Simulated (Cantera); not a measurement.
## N2O furnace oxynitridation

An isothermal, constant-pressure homogeneous reactor starts with 10.1 % N2O, 0.0505 % H2, 89.9 % N2, at 1475 K and 585 Torr.

Computed with Cantera and GRI-Mech 3.0 (53 species, 325 reactions). GRI-Mech 3.0 was tuned for natural gas; its chemistry of N2O as a main component is partial and can be far from experiment. The temperature is held fixed by assumption; the heat of reaction is taken as removed at once.

| t (s) | x N2O | x H2 | x H2O2 | x O2 | x NO |
|---|---|---|---|---|---|
| 3.00e-5 | 0.101 | 0.000501 | 1.91e-11 | 1.18e-5 | 7.39e-6 |
| 6.83e-5 | 0.101 | 0.000489 | 3.98e-10 | 4.44e-5 | 2.76e-5 |
| 0.000155 | 0.100 | 0.000437 | 3.55e-9 | 0.000138 | 8.34e-5 |
| 0.000354 | 0.0996 | 0.000294 | 8.07e-9 | 0.000374 | 0.000212 |
| 0.000805 | 0.0980 | 0.000113 | 5.69e-9 | 0.000938 | 0.000499 |
| 0.00183 | 0.0946 | 2.17e-5 | 2.14e-9 | 0.00217 | 0.00115 |
| 0.00417 | 0.0876 | 1.32e-6 | 1.04e-9 | 0.00478 | 0.00258 |
| 0.00949 | 0.0738 | 1.27e-7 | 9.23e-10 | 0.00994 | 0.00537 |
| 0.0216 | 0.0508 | 1.22e-7 | 8.43e-10 | 0.0187 | 0.00985 |
| 0.0491 | 0.0234 | 1.08e-7 | 6.47e-10 | 0.0293 | 0.0147 |
| 0.112 | 0.00555 | 5.53e-8 | 2.98e-10 | 0.0366 | 0.0170 |
| 0.255 | 0.000438 | 1.11e-8 | 5.35e-11 | 0.0389 | 0.0173 |
| 0.579 | 2.45e-6 | 3.79e-9 | 1.54e-11 | 0.0391 | 0.0173 |
| 1.32 | 1.27e-7 | 3.72e-9 | 1.50e-11 | 0.0391 | 0.0173 |
| 3.00 | 1.27e-7 | 3.72e-9 | 1.50e-11 | 0.0391 | 0.0173 |
x: mole fraction; the columns are a selection and need not sum to one.

Equilibrium at this temperature and pressure: N2O 3.41e-8, H2 3.37e-9, H2O2 1.65e-11, O2 0.0475, NO 0.000568 (gas phase only).
